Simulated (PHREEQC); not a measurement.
Consider water at 45 °C with 68 mmol/kgw NH3, 3.8 mmol/kgw K2SO4 and 2.1 mmol/kgw KH2PO4. Closed to the air; pH follows from the charge balance.

Computed with PHREEQC (ion-association model, phreeqc.dat).

```json
[
 {"quantity": "pH", "before": "10.12", "after": "10.04"},
 {"quantity": "NH4+ (mol/kgw)", "before": "0.00268", "after": "0.00153"},
 {"quantity": "KSO4- (mol/kgw)", "before": "0.000190", "after": "5.64e-5"}
]
```

What was changed between the two runs?
A. NH3 from 0.068 to 0.0748 mol/kgw
B. diluted 2-fold with water
C. diluted 5-fold with water
D. KH2PO4 replaced by Na3PO4 at the same molality
E. K2SO4 replaced by H2SO4 at the same molality

B, diluted 2-fold with water

No solid was allowed to form. Away from 25 °C the constants follow the database's enthalpies or fits; those with neither stay at their 25 °C values.
